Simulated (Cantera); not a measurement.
What does this Cantera script print?

```python
import numpy as np
import cantera as ct

gas = ct.Solution("gri30.yaml")
gas.TPX = 575, 100000, {'CH4': 1, 'O2': 2.02, 'N2': 7.6, 'CO2': 0.98}
inlet = ct.Reservoir(gas, clone=True)
gas.equilibrate("HP")  # start burning
reactor = ct.IdealGasConstPressureReactor(gas, energy="on", clone=False)
exhaust = ct.Reservoir(gas, clone=True)
tau = [0.044, 0.017, 0.0066, 0.0025, 0.00098, 0.00038, 0.00015, 5.6e-05, 2.2e-05][0]
for a, b in ((inlet, reactor), (reactor, exhaust)):
    ct.MassFlowController(a, b, mdot=lambda t: reactor.mass / tau)
net = ct.ReactorNet([reactor])
show = ['CH4', 'O2', 'CO2', 'OH', 'NO', 'H2', 'HCN']

rows = []
print(f"{'tau/s':>10s}{'T/K':>9s}" + "".join(f"{s:>11s}" for s in show))
for tau in [0.044, 0.017, 0.0066, 0.0025, 0.00098, 0.00038, 0.00015, 5.6e-05, 2.2e-05]:
    net.initial_time = 0.0
    net.advance(30 * tau)
    before = gas.X
    net.advance(40 * tau)
    drift = np.max(np.abs(gas.X - before) / (gas.X + 1e-9))
    rows.append([gas.T, *gas[show].X, drift])
    print(f"{tau:10.3e}{gas.T:9.1f}" + "".join(f"{x:11.3e}" for x in gas[show].X))
```

Output:

```
     tau/s      T/K        CH4         O2        CO2         OH         NO         H2        HCN
 4.400e-02   2158.1  7.913e-06  9.876e-03  1.533e-01  3.641e-03  4.546e-04  3.226e-03  2.780e-07
 1.700e-02   2124.5  1.595e-05  1.189e-02  1.495e-01  4.293e-03  2.863e-04  4.056e-03  3.388e-07
 6.600e-03   2077.9  3.152e-05  1.453e-02  1.444e-01  5.082e-03  1.833e-04  5.223e-03  4.117e-07
 2.500e-03   2017.9  6.489e-05  1.775e-02  1.384e-01  5.888e-03  1.170e-04  6.735e-03  5.164e-07
 9.800e-04   1951.2  1.373e-04  2.124e-02  1.323e-01  6.478e-03  7.562e-05  8.408e-03  6.707e-07
 3.800e-04   1878.0  3.206e-04  2.533e-02  1.258e-01  6.658e-03  4.712e-05  1.019e-02  9.442e-07
 1.500e-04   1799.1  8.797e-04  3.117e-02  1.180e-01  6.010e-03  2.687e-05  1.211e-02  1.557e-06
 5.600e-05    575.0  8.621e-02  1.741e-01  8.448e-02  7.272e-26 -6.557e-20 -9.021e-17 -1.356e-20
 2.200e-05    575.0  8.621e-02  1.741e-01  8.448e-02  9.134e-26 -1.219e-22 -1.677e-19 -2.521e-23
```

Model: GRI-Mech 3.0 (53 species, 325 reactions), integrated in Cantera.
